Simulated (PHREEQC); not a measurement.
Consider water at 90 °C with 0.025 mol HBr, 0.0042 mol CuSO4 and 0.14 mol MgCl2 per kg of water. Closed to the air; pH follows from the charge balance.

The numbers come from PHREEQC with the ion-association model, wateq4f.dat.

No solid was allowed to form.

Task: What pH, activity of water does the model give?

Result: pH 1.75; activity of water 0.992.

Task: In which forms is Cu present?

Result: CuCl+ 64 %, Cu+2 29 %, CuCl2 5.9 % of the Cu.

Constants without temperature data keep their 25 °C values here.
